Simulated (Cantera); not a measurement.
Cantera run:

```python
import numpy as np
import cantera as ct

gas_names = """
    N NO NO2 NO3 N2 N2O O O2 O3 Pb PbO Pb2
""".split()
cond_names = """
    Pb(cr) Pb(L) PbO(rd) PbO(yw) PbO(L) PbO2(s) Pb3O4(s)
""".split()


# ... load() reads the species with a 1 bar reference pressure and builds the phases ...
atoms = {
    'PbO': {'Pb': 1, 'O': 1},
    'O2': {'O': 2},
    'N2': {'N': 2},
}
top_T = {'Pb3O4(s)': 820}  # K; cautious upper limits of use, not melting points


# ... equilibrate(T, P, feed) seeds the gas with the atoms and calls Mixture.equilibrate('TP', solver="vcs", rtol=1e-11, max_steps=5000) ...
results = []
feed = {'PbO': 1, 'O2': 0.011, 'N2': 5.5}  # mol
P = 133.322  # Pa
for T in [1075, 1100, 1125, 1150, 1175, 1200, 1225]:
    mix = equilibrate(T, P, feed)
    results.append((T, P, feed, dict(zip(mix.species_names, mix.species_moles))))
    x = sorted(zip(gas.X, gas.species_names), reverse=True)
    print(f"T = {T:g} K  P = {P:g} Pa  gas = {mix.phase_moles(0):.4g} mol")
    print("   x: " + "  ".join(f"{s} {v:.3e}" for v, s in x if v > 1e-06))
    print("   condensed (mol): " + ("  ".join(f"{mix.phase(i).name} {mix.phase_moles(i):.4g}"
          for i in range(1, mix.n_phases) if mix.phase_moles(i) > 1e-12) or "none"))
```

It prints:

```
T = 1075 K  P = 133.322 Pa  gas = 5.525 mol
   x: N2 9.955e-01  PbO 2.311e-03  O2 2.051e-03  Pb 1.268e-04  NO 7.483e-06
   condensed (mol): PbO(yw) 0.9865
T = 1100 K  P = 133.322 Pa  gas = 5.54 mol
   x: N2 9.928e-01  PbO 4.646e-03  O2 2.152e-03  Pb 3.426e-04  NO 9.659e-06
   condensed (mol): PbO(yw) 0.9724
T = 1125 K  P = 133.322 Pa  gas = 5.569 mol
   x: N2 9.877e-01  PbO 9.043e-03  O2 2.398e-03  Pb 8.580e-04  NO 1.270e-05
   condensed (mol): PbO(yw) 0.9449
T = 1150 K  P = 133.322 Pa  gas = 5.624 mol
   x: N2 9.780e-01  PbO 1.708e-02  O2 2.930e-03  Pb 1.965e-03  NO 1.728e-05
   condensed (mol): PbO(yw) 0.8929
T = 1175 K  P = 133.322 Pa  gas = 5.718 mol
   x: N2 9.618e-01  PbO 3.024e-02  Pb 3.988e-03  O2 3.905e-03  NO 2.424e-05
   condensed (mol): PbO(L) 0.8043
T = 1200 K  P = 133.322 Pa  gas = 5.877 mol
   x: N2 9.358e-01  PbO 5.117e-02  Pb 7.403e-03  O2 5.556e-03  NO 3.467e-05
   condensed (mol): PbO(L) 0.6557
T = 1225 K  P = 133.322 Pa  gas = 6.152 mol
   x: N2 8.940e-01  PbO 8.465e-02  Pb 1.300e-02  O2 8.262e-03  NO 4.982e-05
   condensed (mol): PbO(L) 0.3993
```

Cantera equilibrium calculation (NASA polynomials, part measured and part estimated; ideal gas, pure solids and liquids). Gases not in the tables: (PbO)n polymers.
